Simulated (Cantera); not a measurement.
A perfectly stirred reactor is fed with CH₄ : H₂ : N₂ = 0.024 : 1 : 0.00015 (molar parts), at 20000 Pa; it is held at 2200 K, and followed from long to short residence time.

Detailed kinetics in Cantera: GRI-Mech 3.0 (53 species, 325 reactions). GRI-Mech 3.0 stops at C3 and has no aromatics, soot or wall deposition, so with more carbon than oxygen in the feed, carbon stays in small species such as C2H2 where larger ones or solid carbon would form.

Problem. What does this change do: temperature 2200 to 1648 K?

Solution. 
```csv
quantity,before,after
x(CH₄) at τ = 2.00 s,0.000267,0.0123
x(H₂) at τ = 2.00 s,0.976,0.982
x(C₂H) at τ = 2.00 s,4.94e-6,4.50e-9
x(CH₃) at τ = 2.00 s,6.49e-5,4.92e-5
x(C₂H₂) at τ = 2.00 s,0.0112,0.00531
x(CH₄) at τ = 12.0 ms,0.00358,0.0232
x(H₂) at τ = 12.0 ms,0.976,0.976
x(C₂H) at τ = 12.0 ms,3.51e-6,4.84e-11
x(CH₃) at τ = 12.0 ms,0.000748,7.80e-5
x(C₂H₂) at τ = 12.0 ms,0.00925,6.76e-5
```
